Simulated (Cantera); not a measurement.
An isothermal, constant-pressure homogeneous reactor starts with CH4 : N2 = 1 : 52 (molar parts), at 1900 K and 0.0930 bar. Integrator tolerance rtol = 1e-08.

Detailed kinetics in Cantera: GRI-Mech 3.0 (53 species, 325 reactions). GRI-Mech 3.0 stops at C3 and has no aromatics, soot or wall deposition, so with more carbon than oxygen in the feed, carbon stays in small species such as C2H2 where larger ones or solid carbon would form.

Problem. What does this change do: pressure from 0.0930 bar to 0.0330 bar?

Solution. 
```json
[
 {"quantity": "x(CH4) at 10.0 s", "before": "2.37e-7 (gas-phase equilibrium 3.26e-7)", "after": "6.79e-8 (gas-phase equilibrium 1.15e-7)"},
 {"quantity": "x(C2H2) at 10.0 s", "before": "0.00920 (gas-phase equilibrium 0.000718)", "after": "0.00919 (gas-phase equilibrium 0.000718)"},
 {"quantity": "x(C2H6) at 10.0 s", "before": "<1e-12 (gas-phase equilibrium <1e-12)", "after": "<1e-12 (gas-phase equilibrium <1e-12)"},
 {"quantity": "x(H) at 10.0 s", "before": "0.000435 (gas-phase equilibrium 0.000435)", "after": "0.000728 (gas-phase equilibrium 0.000728)"},
 {"quantity": "x(CH2) at 10.0 s", "before": "1.43e-9 (gas-phase equilibrium 1.97e-9)", "after": "1.16e-9 (gas-phase equilibrium 1.96e-9)"}
]
```
Radical loss at walls, strong at low pressure, is not modelled.

Problem. What does this change do: N2 52 to 94 parts?

Solution. 
```tsv
quantity	before	after
x(CH4) at 10.0 s	2.37e-7 (gas-phase equilibrium 3.26e-7)	5.86e-8 (gas-phase equilibrium 7.89e-8)
x(C2H2) at 10.0 s	0.00920 (gas-phase equilibrium 0.000718)	0.00515 (gas-phase equilibrium 0.000238)
x(C2H6) at 10.0 s	<1e-12 (gas-phase equilibrium <1e-12)	<1e-12 (gas-phase equilibrium <1e-12)
x(H) at 10.0 s	0.000435 (gas-phase equilibrium 0.000435)	0.000326 (gas-phase equilibrium 0.000326)
x(CH2) at 10.0 s	1.43e-9 (gas-phase equilibrium 1.97e-9)	6.30e-10 (gas-phase equilibrium 8.49e-10)
```
